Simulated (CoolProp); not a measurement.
Vapour-liquid equilibrium of nitrogen (1) + oxygen (2) at 145 kPa; x and y are mole fractions of (1).

Values from CoolProp's multi-fluid Helmholtz-energy mixture model, Span 2000 and Schmidt 1985; pair parameters Gernert 2013.

```
x      bubble temperature (°C)  y at the bubble point  dew temperature at overall composition x (°C)  liquid density (mol/L)
-----  -----------------------  ---------------------  ---------------------------------------------  ----------------------
0.05                    -180.8                  0.167                                         -179.8                   34.83
0.125                   -182.6                  0.353                                         -180.4                   34.37
0.2                     -184.1                  0.487                                         -181.1                   33.88
0.275                   -185.3                  0.589                                         -181.8                   33.37
0.35                    -186.4                  0.669                                         -182.6                   32.84
0.425                   -187.4                  0.733                                         -183.4                   32.31
0.5                     -188.2                  0.787                                         -184.2                   31.77
0.575                   -189.0                  0.832                                         -185.2                   31.24
0.65                    -189.8                  0.871                                         -186.2                   30.70
0.725                   -190.4                  0.905                                         -187.3                   30.17
0.8                     -191.1                  0.935                                         -188.5                   29.64
0.875                   -191.7                  0.962                                         -189.8                   29.12
0.95                    -192.3                  0.986                                         -191.4                   28.60
```

No azeotrope shows between x = 0.05 and 0.95.

Pair parameters are fitted to limited data, so mixtures are less certain than the pure fluids.
